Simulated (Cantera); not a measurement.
A perfectly stirred reactor is fed with CH4 : N2 = 1 : 130 (molar parts), at 0.987 atm; it is held at 1600 K, and followed from long to short residence time.

Detailed kinetics in Cantera: GRI-Mech 3.0 (53 species, 325 reactions). GRI-Mech 3.0 stops at C3 and has no aromatics, soot or wall deposition, so with more carbon than oxygen in the feed, carbon stays in small species such as C2H2 where larger ones or solid carbon would form.

Task: What does this change do: N2 130 to 14 parts?

Result: 
| quantity | before | after |
|---|---|---|
| x(CH4) at τ = 0.740 s | 0.00237 | 0.0194 |
| x(CH2) at τ = 0.740 s | 1.19e-8 | 1.01e-8 |
| x(HCN) at τ = 0.740 s | 7.09e-7 | 1.50e-7 |
| x(CH3) at τ = 0.740 s | 2.53e-5 | 6.61e-5 |
| x(C2H4) at τ = 0.740 s | 2.35e-5 | 0.000265 |
| x(CH4) at τ = 55.0 ms | 0.00532 | 0.0466 |
| x(CH2) at τ = 55.0 ms | 3.06e-8 | 2.71e-8 |
| x(HCN) at τ = 55.0 ms | 7.89e-8 | 1.72e-8 |
| x(CH3) at τ = 55.0 ms | 6.37e-5 | 0.000170 |
| x(C2H4) at τ = 55.0 ms | 0.000144 | 0.000791 |

Task: What does this change do: temperature 1600 to 1850 K?

Result: 
```json
[
 {"quantity": "x(CH4) at τ = 0.740 s", "before": "0.00237", "after": "0.000256"},
 {"quantity": "x(CH2) at τ = 0.740 s", "before": "1.19e-8", "after": "1.39e-7"},
 {"quantity": "x(HCN) at τ = 0.740 s", "before": "7.09e-7", "after": "0.000226"},
 {"quantity": "x(CH3) at τ = 0.740 s", "before": "2.53e-5", "after": "2.51e-5"},
 {"quantity": "x(C2H4) at τ = 0.740 s", "before": "2.35e-5", "after": "1.81e-6"},
 {"quantity": "x(CH4) at τ = 55.0 ms", "before": "0.00532", "after": "0.000983"},
 {"quantity": "x(CH2) at τ = 55.0 ms", "before": "3.06e-8", "after": "4.34e-7"},
 {"quantity": "x(HCN) at τ = 55.0 ms", "before": "7.89e-8", "after": "4.51e-5"},
 {"quantity": "x(CH3) at τ = 55.0 ms", "before": "6.37e-5", "after": "9.00e-5"},
 {"quantity": "x(C2H4) at τ = 55.0 ms", "before": "0.000144", "after": "1.63e-5"}
]
```
